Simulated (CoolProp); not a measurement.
R236FA along the isobar 4.36 MPa: Z from the reference equation and from simpler models built on Tc = 398.1 K, pc = 3.191 MPa, ω = 0.377; each cubic takes its own stable root.

The numbers come from the reference Helmholtz-energy equation of state, Pan 2012 in CoolProp.

```tsv
T (K)	phase	reference
238.1	liquid	0.2152
248.9	liquid	0.2099
259.7	liquid	0.2053
270.5	liquid	0.2014
281.3	liquid	0.1980
292.1	liquid	0.1952
302.9	liquid	0.1930
313.6	liquid	0.1913
324.4	liquid	0.1903
335.2	liquid	0.1900
346	liquid	0.1906
356.8	liquid	0.1922
367.6	liquid	0.1952
378.4	liquid	0.2003
389.2	liquid	0.2093
400	supercritical	0.2267
```

Task: How far does each simpler model (van der Waals, Redlich-Kwong) lie from the reference over these 16 states: mean and median of the absolute difference, and the worst?

Result: 
- van der Waals: mean 60.9 %, median 62.4 %, worst +67.3 % at 238.1 K and 4.36 MPa
- Redlich-Kwong: mean 17.8 %, median 16.9 %, worst +22.7 % at 389.2 K and 4.36 MPa
